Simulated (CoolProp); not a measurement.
n-heptane along the isobar 0.101 MPa: fugacity coefficient from the reference equation and from simpler models built on Tc = 268.1 °C, pc = 2.774 MPa, ω = 0.349; each cubic takes its own stable root.

The numbers come from the reference Helmholtz-energy equation of state, Span 2003 in CoolProp. It is a short technical equation, of lower accuracy than the large ones.

| T (°C) | phase | reference |
|---|---|---|
| 72.65 | liquid | 0.4289 |
| 123.45 | gas | 0.9606 |
| 148.85 | gas | 0.9687 |
| 174.35 | gas | 0.9747 |
| 199.75 | gas | 0.9793 |
| 225.15 | gas | 0.9829 |
| 250.55 | gas | 0.9857 |
| 276.05 | gas | 0.9879 |
| 301.45 | gas | 0.9898 |
| 326.85 | gas | 0.9913 |

Question: How far does each simpler model (Redlich-Kwong, Soave-Redlich-Kwong, Peng-Robinson) lie from the reference over these 10 states: mean and median of the absolute difference, and the worst?

Answer: 
- Redlich-Kwong: mean 12.6 %, median 0.2 %, worst +123.2 % at 72.65 °C and 0.101 MPa
- Soave-Redlich-Kwong: mean 0.3 %, median 0.1 %, worst -1.1 % at 72.65 °C and 0.101 MPa
- Peng-Robinson: mean 0.1 %, median 0.1 %, worst +0.4 % at 123.45 °C and 0.101 MPa

At some of these states Redlich-Kwong gives the other phase, because its saturation line lies elsewhere.
